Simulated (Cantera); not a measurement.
Input (Python, Cantera) and output of one run.

```python
import numpy as np
import cantera as ct

gas_names = [...]  # 148 gases of nasa_gas.yaml made of Al, C, H, N, O
cond_names = """
    AL(cr) AL(L) ALN(s) AL2O3(a) AL2O3(L) C(gr) C6H6(L) C7H8(L) C8H18(L),n-octa H2O(s) H2O(L)
""".split()


# ... load() reads the species with a 1 bar reference pressure and builds the phases ...
atoms = {
    'Al(CH3)3': {'AL': 1, 'C': 3, 'H': 9},
    'H2O': {'H': 2, 'O': 1},
    'N2': {'N': 2},
}
top_T = {'ALN(s)': 2750, 'C(gr)': 4500}  # K; cautious upper limits of use, not melting points


# ... equilibrate(T, P, feed) seeds the gas with the atoms and calls Mixture.equilibrate('TP', solver="vcs", rtol=1e-11, max_steps=5000) ...
results = []
feed = {'Al(CH3)3': 1, 'H2O': 2.1, 'N2': 150}  # mol
P = 13332.2  # Pa
for T in [723, 823, 923, 1023, 1123, 1223, 1323, 1423, 1523, 1623, 1723]:
    mix = equilibrate(T, P, feed)
    results.append((T, P, feed, dict(zip(mix.species_names, mix.species_moles))))

top = {s: max(r[3][s] / sum(r[3][g] for g in gas_names) for r in results) for s in gas_names}
cols = sorted((s for s in top if top[s] > 1e-06), key=lambda s: -top[s])[:7]
seen = [c for c in cond_names if any(r[3].get(c, 0) > 1e-12 for r in results)]
print("log10 of partial pressures in bar; condensed amounts in mol")
print(f"{'T/K':>10s}" + "".join(f"{s[:9]:>10s}" for s in cols + seen))
for T, P, feed, n in results:
    ng = sum(n[g] for g in gas_names)
    print(f"{T:10.4g}" + "".join(f"{np.log10(max(n[s] / ng * P / 1e5, 1e-99)):10.3f}" for s in cols)
          + "".join(f"{n.get(c, 0):10.4g}" for c in seen))
```

Output:

```
log10 of partial pressures in bar; condensed amounts in mol
       T/K        N2        H2        CO       H2O       CH4       HCN       CO2    ALN(s)  AL2O3(a)     C(gr)
       723    -0.894    -2.290    -3.716    -3.695    -3.852    -9.551    -4.236         0       0.5      2.54
       823    -0.895    -2.259    -3.341    -4.478    -4.548    -8.361    -5.002         0       0.5     2.418
       923    -0.895    -2.253    -3.298    -5.363    -5.140    -7.440    -6.098         0       0.5     2.397
      1023    -0.895    -2.252    -3.294    -6.109    -5.630    -6.702    -7.035         0       0.5     2.398
      1123    -0.895    -2.252    -3.294    -6.726    -6.037    -6.098    -7.806         0       0.5     2.398
      1223    -0.895    -2.252    -3.293    -7.243    -6.380    -5.593    -8.448         0       0.5     2.397
      1323    -0.896    -2.253    -3.210    -7.597    -6.673    -5.166    -8.823   0.08533    0.4573     2.264
      1423    -0.900    -2.255    -2.752    -7.518    -6.930    -4.802    -8.370         1         0    0.8809
      1523    -0.900    -2.256    -2.752    -7.844    -7.150    -4.484    -8.769         1         0    0.8602
      1623    -0.900    -2.257    -2.752    -8.130    -7.344    -4.207    -9.116         1         0     0.824
      1723    -0.900    -2.260    -2.752    -8.383    -7.517    -3.962    -9.421    0.9998         0    0.7652
```

Equilibrium computed with Cantera from the NASA thermochemical tables; the gas is ideal and each condensed phase is pure. The feed counts by its element totals alone. Mutual solubility and eutectic melting of coexisting phases are not modelled.
